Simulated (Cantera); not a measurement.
## Adiabatic ignition

An adiabatic, constant-volume homogeneous reactor starts with C2H4 : O2 : N2 : H2O = 1 : 1.2 : 4.51 : 0.83 (molar parts), equivalence ratio 2.5, at 1423 K and 0.300 bar.

Detailed kinetics in Cantera: GRI-Mech 3.0 (53 species, 325 reactions). GRI-Mech 3.0 was tuned for natural gas; its chemistry of ethylene as a main component is partial and can be far from experiment.

```csv
t (s),T (K),P (bar),x C2H4,x O2,x H2O,x CH2,x HO2,x C2H6,x NO2
5.00e-6,1423,0.300,0.133,0.159,0.110,<1e-12,3.44e-9,<1e-12,<1e-12
1.17e-5,1423,0.300,0.133,0.159,0.110,<1e-12,2.12e-8,<1e-12,<1e-12
2.72e-5,1423,0.300,0.133,0.159,0.110,2.82e-12,3.56e-7,1.86e-11,<1e-12
6.33e-5,1424,0.300,0.132,0.159,0.110,1.82e-8,0.000110,1.11e-7,<1e-12
0.000148,2746,0.704,1.80e-5,2.83e-5,0.133,0.000141,2.22e-8,8.33e-8,2.12e-9
0.000344,2712,0.714,3.56e-9,2.28e-5,0.111,1.28e-6,1.97e-8,6.47e-12,6.73e-9
0.000803,2659,0.703,<1e-12,4.71e-5,0.109,9.69e-12,3.48e-8,<1e-12,7.77e-9
0.00187,2634,0.697,<1e-12,6.24e-5,0.108,4.73e-12,4.26e-8,<1e-12,6.44e-9
0.00436,2633,0.697,<1e-12,6.42e-5,0.108,4.57e-12,4.35e-8,<1e-12,5.32e-9
0.0102,2633,0.697,<1e-12,6.45e-5,0.108,4.55e-12,4.37e-8,<1e-12,4.62e-9
0.0237,2633,0.697,<1e-12,6.45e-5,0.108,4.55e-12,4.38e-8,<1e-12,4.47e-9
0.0553,2633,0.697,<1e-12,6.45e-5,0.108,4.55e-12,4.38e-8,<1e-12,4.47e-9
0.129,2633,0.697,<1e-12,6.45e-5,0.108,4.55e-12,4.38e-8,<1e-12,4.47e-9
0.300,2633,0.697,<1e-12,6.45e-5,0.108,4.55e-12,4.38e-8,<1e-12,4.47e-9
0.700,2633,0.697,<1e-12,6.45e-5,0.108,4.55e-12,4.38e-8,<1e-12,4.47e-9
```
x: mole fraction; the columns are a selection and need not sum to one.

```
Item                                                                Result
---------------------------------  ---------------------------------------
time of steepest temperature rise                                 0.108 ms
temperature at 0.700 s                                              2633 K
equilibrium temperature                                             2633 K
x(C2H4) at 0.700 s                   <1e-12 (gas-phase equilibrium <1e-12)
x(O2) at 0.700 s                   6.45e-5 (gas-phase equilibrium 6.45e-5)
x(H2O) at 0.700 s                      0.108 (gas-phase equilibrium 0.108)
```
